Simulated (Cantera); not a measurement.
# Reactions in the system C-H-O-Ta

Cantera with NASA thermochemical tables; ideal gases at 1 bar, condensed phases pure. Values are per mole of reaction as written; species without (g) are pure solids or liquids, kept so even where they would boil at 1 bar. TaC: taken at fixed stoichiometry.

4 TaC + 12 OH(g) → 2 C2H5OH(g) + O2(g) + 4 TaO2(g)

```tsv
T (K)	ΔH° (kJ)	ΔS° (J/K)	ΔG° (kJ)	log10 K
473	-1194.0	-553.9	-932.0	102.92
523	-1199.5	-564.9	-904.0	90.29
573	-1204.2	-573.5	-875.6	79.81
623	-1208.3	-580.5	-846.7	70.99
673	-1211.9	-586.0	-817.5	63.45
```
